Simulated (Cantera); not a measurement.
What does this Cantera script print?

```python
import numpy as np
import cantera as ct

gas_names = """
    CL CLO CL2 H HCL HOCL HO2 H2 H2O H2O2 O OH O2 O3 Si SiCL SiCL2 SiCL3 SiCL4 SiH SiHCL3 SiH2 SiH2CL2
    SiH3 SiH3CL SiH4 SiO SiO2 Si2 Si3
""".split()
cond_names = """
    H2O(s) H2O(L) Si(cr) Si(L) SiO2(Lqz) SiO2(hqz) SiO2(L)
""".split()


# ... load() reads the species with a 1 bar reference pressure and builds the phases ...
atoms = {
    'SiCl4': {'Si': 1, 'CL': 4},
    'H2O': {'H': 2, 'O': 1},
    'H2': {'H': 2},
}
top_T = {}  # K; cautious upper limits of use, not melting points


# ... equilibrate(T, P, feed) seeds the gas with the atoms and calls Mixture.equilibrate('TP', solver="vcs", rtol=1e-11, max_steps=5000) ...
results = []
T = 1648.15  # K
P = 1000  # Pa
for m in [0.12, 0.19, 0.3, 0.47, 0.74, 1.2, 1.8, 2.9, 4.5, 7.1, 11, 17]:
    feed = {'SiCl4': 1, 'H2O': m, 'H2': 3.8}  # mol
    mix = equilibrate(T, P, feed)
    results.append((T, P, feed, dict(zip(mix.species_names, mix.species_moles))))

top = {s: max(r[3][s] / sum(r[3][g] for g in gas_names) for r in results) for s in gas_names}
cols = sorted((s for s in top if top[s] > 0.0001), key=lambda s: -top[s])[:9]
seen = [c for c in cond_names if any(r[3].get(c, 0) > 1e-12 for r in results)]
print("log10 of partial pressures in bar; condensed amounts in mol")
print(f"{'n(H2O)':>10s}" + "".join(f"{s[:9]:>10s}" for s in cols + seen))
for T, P, feed, n in results:
    ng = sum(n[g] for g in gas_names)
    print(f"{feed['H2O']:10.4g}" + "".join(f"{np.log10(max(n[s] / ng * P / 1e5, 1e-99)):10.3f}" for s in cols)
          + "".join(f"{n.get(c, 0):10.4g}" for c in seen))
```

Result:

```
log10 of partial pressures in bar; condensed amounts in mol
    n(H2O)       H2O       HCL        H2     SiCL2       SiO     SiCL3     SiCL4         H        CL SiO2(hqz)
      0.12    -7.801    -2.441    -2.328    -2.862    -3.700    -4.117    -5.030    -5.214    -5.432         0
      0.19    -7.530    -2.423    -2.338    -2.909    -3.510    -4.143    -5.033    -5.219    -5.410         0
       0.3    -7.217    -2.399    -2.353    -2.990    -3.327    -4.192    -5.050    -5.226    -5.378         0
      0.47    -6.832    -2.366    -2.377    -3.137    -3.155    -4.294    -5.108    -5.238    -5.333         0
      0.74    -6.415    -2.332    -2.396    -3.390    -3.059    -4.503    -5.273    -5.248    -5.289   0.05774
       1.2    -6.237    -2.312    -2.370    -3.679    -3.211    -4.784    -5.547    -5.235    -5.282    0.3704
       1.8    -5.726    -2.293    -2.331    -4.625    -3.683    -5.731    -6.494    -5.215    -5.283    0.8187
       2.9    -2.985    -2.338    -2.360   -10.225    -6.452   -11.362   -12.156    -5.230    -5.313    0.9997
       4.5    -2.615    -2.412    -2.433   -11.185    -6.896   -12.359   -13.190    -5.266    -5.350    0.9999
       7.1    -2.403    -2.509    -2.531   -11.902    -7.205   -13.125   -14.005    -5.315    -5.399    0.9999
        11    -2.271    -2.624    -2.646   -12.510    -7.452   -13.791   -14.728    -5.373    -5.456    0.9999
        17    -2.182    -2.757    -2.778   -13.087    -7.674   -14.434   -15.437    -5.439    -5.523         1
```

Cantera equilibrium calculation (NASA polynomials, part measured and part estimated; ideal gas, pure solids and liquids). The tables' values for SiCl3, SiCl are old estimates; treat these amounts as uncertain. The tables hold silica as quartz up to 1696 K and as liquid above; real silica turns to tridymite and cristobalite and melts near 1996 K.
